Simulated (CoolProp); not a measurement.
The fluid at 298.15 K and 0.485 MPa is throttled through a valve to 0.189 MPa with no heat exchange. The same conditions are run with several fluids, on thermodynamics alone (safety and materials aside).

Computed with CoolProp (reference Helmholtz-energy equation of state of each fluid (propylene: Lemmon 2013; CH3F (R41): Lemmon 2006; ammonia: Gao 2020; R22: Kamei 1995; ethane: Bücker 2006)).

```csv
fluid,temperature change (K),final density (kg/m³)
propylene,-5.4,…
CH3F (R41),-5.4,2.69
ammonia,-8.6,…
R22,…,…
ethane,…,…
```

Problem. Fill in the missing entries.

Solution. 
- propylene, final density (kg/m³): 3.36
- ammonia, final density (kg/m³): 1.37
- R22, temperature change (K): -6.8
- R22, final density (kg/m³): 6.96
- ethane, temperature change (K): -3.3
- ethane, final density (kg/m³): 2.35
